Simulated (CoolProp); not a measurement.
A Linde-Hampson liquefier for methane: isothermal reversible compression at 200 K from 1 atm to 20 MPa, throttling to 1 atm, return gas leaving the recuperator 0 K below the feed. Each further row changes one setting.

Model: reference Helmholtz-energy equation of state, Setzmann 1991, in CoolProp.

| case | liquid yield per pass | compression work (kJ/kg of gas) |
|---|---|---|
| as stated | (withheld) | 427 |
| high pressure 40 MPa | (withheld) | (withheld) |
| warm-end temperature 230 K | (withheld) | (withheld) |
| warm-end gap 5 K | (withheld) | 427 |

Problem. What belongs in the gaps?

Solution. 
- as stated, liquid yield per pass: 0.513
- high pressure 40 MPa, liquid yield per pass: 0.497
- high pressure 40 MPa, compression work (kJ/kg of gas): 487
- warm-end temperature 230 K, liquid yield per pass: 0.397
- warm-end temperature 230 K, compression work (kJ/kg of gas): 541
- warm-end gap 5 K, liquid yield per pass: 0.505
